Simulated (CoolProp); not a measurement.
Propyne along the isotherm 472.6 K: fugacity coefficient from the reference equation and from simpler models built on Tc = 402.7 K, pc = 5.658 MPa, ω = 0.204; each cubic takes its own stable root.

Values from CoolProp's reference Helmholtz-energy equation of state, Polt 1992. This equation is an older, rougher fit; its heat capacities, sound speeds and derivatives of the liquid may be far off and weren't checked against measurements.

```tsv
p (MPa)	phase	reference
0.0447	gas	0.9983
0.102	gas	0.9962
0.232	gas	0.9914
0.527	gas	0.9806
1.2	gas	0.9562
2.73	gas	0.9023
6.21	supercritical	0.7872
14.1	supercritical	0.5769
```

How far does each simpler model (Redlich-Kwong, Soave-Redlich-Kwong) lie from the reference over these 8 states: mean and median of the absolute difference, and the worst?


- Redlich-Kwong: mean 0.3 %, median 0.1 %, worst -1.5 % at 472.6 K and 14.1 MPa
- Soave-Redlich-Kwong: mean 0.9 %, median 0.2 %, worst +4.7 % at 472.6 K and 14.1 MPa
